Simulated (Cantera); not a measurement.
What does this Cantera script print?

```python
import numpy as np
import cantera as ct

gas = ct.Solution("gri30.yaml")
gas.TPX = 1375, 170000, {'CH4': 1, 'H2': 0.052, 'O2': 2.11, 'N2': 7.94}
reactor = ct.IdealGasConstPressureReactor(gas, energy="on", clone=False)
net = ct.ReactorNet([reactor])
net.rtol, net.atol = 1e-08, 1e-16
show = ['CH4', 'H2', 'O2', 'NO', 'C2H2']
times = np.geomspace(1e-06, 0.5, 12)

steps = ct.SolutionArray(gas, extra=["t"])
rows = []
print(f"{'t/s':>10s}{'T/K':>9s}{'P/Pa':>11s}" + "".join(f"{s:>11s}" for s in show))
for t in times:
    while net.time < t:
        t_next = net.step()
        steps.append(gas.state, t=t_next)
    rows.append([np.interp(t, steps.t, y) for y in (steps.T, steps.P, *steps(*show).X.T)])
    print(f"{t:10.3e}{rows[-1][0]:9.1f}{rows[-1][1]:11.4g}" + "".join(f"{x:11.3e}" for x in rows[-1][2:]))
rate = np.gradient(steps.T, steps.t)
print("integrator steps:", len(steps.t))
if steps.T.max() > steps.T[0] + 200:
    print(f"time of steepest temperature rise: {steps.t[rate.argmax()]:.4e} s")
gas.TPX = 1375, 170000, {'CH4': 1, 'H2': 0.052, 'O2': 2.11, 'N2': 7.94}
gas.equilibrate("HP")
print(f"equilibrium (HP): T = {gas.T:.1f} K  " + "  ".join(f"{s} {gas[s].X[0]:.3e}" for s in show))
```

It prints:

```
       t/s      T/K       P/Pa        CH4         H2         O2         NO       C2H2
 1.000e-06   1375.0    1.7e+05  9.007e-02  4.684e-03  1.901e-01  4.137e-19  6.208e-23
 3.297e-06   1375.0    1.7e+05  9.007e-02  4.684e-03  1.901e-01  3.345e-18  2.139e-20
 1.087e-05   1375.0    1.7e+05  9.007e-02  4.684e-03  1.901e-01  1.774e-17  5.099e-18
 3.583e-05   1375.0    1.7e+05  9.007e-02  4.684e-03  1.901e-01  1.200e-16  9.854e-16
 1.181e-04   1375.0    1.7e+05  9.006e-02  4.683e-03  1.900e-01  1.507e-15  3.135e-13
 3.894e-04   1375.5    1.7e+05  8.988e-02  4.677e-03  1.899e-01  4.165e-14  4.242e-10
 1.284e-03   1387.5    1.7e+05  8.738e-02  4.867e-03  1.883e-01  9.066e-13  1.944e-07
 4.233e-03   2715.4    1.7e+05  1.538e-15  1.290e-02  2.093e-02  7.183e-03  1.289e-18
 1.395e-02   2712.0    1.7e+05  1.591e-15  1.300e-02  2.006e-02  9.397e-03  1.317e-18
 4.600e-02   2712.0    1.7e+05  1.591e-15  1.300e-02  2.006e-02  9.398e-03  1.317e-18
 1.517e-01   2712.0    1.7e+05  1.591e-15  1.300e-02  2.006e-02  9.398e-03  1.317e-18
 5.000e-01   2712.0    1.7e+05  1.591e-15  1.300e-02  2.006e-02  9.398e-03  1.317e-18
integrator steps: 2074
time of steepest temperature rise: 2.1344e-03 s
equilibrium (HP): T = 2712.0 K  CH4 2.088e-15  H2 1.300e-02  O2 2.006e-02  NO 9.398e-03  C2H2 1.412e-18
```

Computed with Cantera and GRI-Mech 3.0 (53 species, 325 reactions).
